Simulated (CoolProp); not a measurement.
Vapour-liquid equilibrium of sulfur dioxide (1) + toluene (2) at 296.9 K; x and y are mole fractions of (1).

Values from CoolProp's multi-fluid Helmholtz-energy mixture model, Gao 2016 and Lemmon 2006; pair parameters Bell 2016.

| x | bubble pressure (bar) | y at the bubble point | dew pressure at overall composition x (bar) | liquid density (mol/L) |
|---|---|---|---|---|
| 0.05 | 0.1677 | 0.797 | 0.03746 | 9.680 |
| 0.125 | 0.4052 | 0.922 | 0.04063 | 10.18 |
| 0.2 | 0.6795 | 0.958 | 0.04438 | 10.71 |
| 0.275 | 0.9779 | 0.973 | 0.04890 | 11.30 |
| 0.35 | 1.287 | 0.982 | 0.05444 | 11.93 |
| 0.425 | 1.597 | 0.987 | 0.06140 | 12.63 |
| 0.5 | 1.900 | 0.990 | 0.07039 | 13.39 |
| 0.575 | 2.192 | 0.993 | 0.08247 | 14.23 |
| 0.65 | 2.472 | 0.995 | 0.09956 | 15.17 |
| 0.725 | 2.744 | 0.996 | 0.1256 | 16.22 |
| 0.8 | 3.012 | 0.997 | 0.1701 | 17.39 |
| 0.875 | 3.283 | 0.998 | 0.2638 | 18.72 |
| 0.95 | 3.564 | 0.999 | 0.5928 | 20.25 |

No azeotrope shows between x = 0.05 and 0.95.

The pair parameters rest on a limited set of measurements; away from them the model extrapolates. The gap from Raoult's law changes sign with composition, which may be real or a fault of the pair parameters; it wasn't checked against measurements.
